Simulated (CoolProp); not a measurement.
A single-stage vapour-compression cycle with R236EA: evaporating at 285.15 K (dew point), condensing at 354.15 K (bubble point), superheat 8 K, subcooling 0 K, compressor efficiency 0.85, no pressure losses. Each further row changes one setting.

Computed with CoolProp (reference Helmholtz-energy equation of state, Rui 2013).

```tsv
case	cooling COP	pressure ratio	discharge temperature (K)	refrigerating effect (kJ/kg)	volumetric capacity (kJ/m³)
as stated	?	8.03	354.1	79.0	660
evaporating temperature 290.15 K	2.43	6.65	354.1	82.8	?
condensing temperature 349.15 K	2.44	7.12	349.1	86.0	718
subcooling 5 K	2.31	8.03	354.1	86.0	?
superheat 18 K	2.24	8.03	360.6	?	?
compressor efficiency 0.75	1.87	8.03	355.5	79.0	660
```

Question: Fill in the missing entries.

Answer: 
- as stated, cooling COP: 2.12
- evaporating temperature 290.15 K, volumetric capacity (kJ/m³): 828
- subcooling 5 K, volumetric capacity (kJ/m³): 719
- superheat 18 K, refrigerating effect (kJ/kg): 87.7
- superheat 18 K, volumetric capacity (kJ/m³): 705

The compression ends wet for: as stated; evaporating temperature 290.15 K; condensing temperature 349.15 K; subcooling 5 K.
